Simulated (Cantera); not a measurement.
An isothermal, constant-pressure homogeneous reactor starts with 94.1 % N₂O, 5.93 % O₂, at 1375 K and 8300 Pa.

Detailed kinetics in Cantera: GRI-Mech 3.0 (53 species, 325 reactions). GRI-Mech 3.0 was tuned for natural gas; its chemistry of N2O as a main component is partial and can be far from experiment. The mechanism lacks the step 2 NO + O2 → 2 NO2, which can matter for NO2 below about 1400 K. The temperature is held fixed by assumption; the heat of reaction is taken as removed at once.

### Question
Predict: x(N₂O) at 7.00 s; x(O₂) at 7.00 s; x(O) at 7.00 s; x(NO) at 7.00 s; x(NO₂) at 7.00 s; x(N₂) at 7.00 s.

### Answer
- x(N₂O) at 7.00 s: 0.00358 (gas-phase equilibrium 1.24e-8)
- x(O₂) at 7.00 s: 0.303 (gas-phase equilibrium 0.360)
- x(O) at 7.00 s: 3.55e-6 (gas-phase equilibrium 1.33e-6)
- x(NO) at 7.00 s: 0.112 (gas-phase equilibrium 0.000744)
- x(NO₂) at 7.00 s: 0.000168 (gas-phase equilibrium 2.27e-6)
- x(N₂) at 7.00 s: 0.581 (gas-phase equilibrium 0.639)
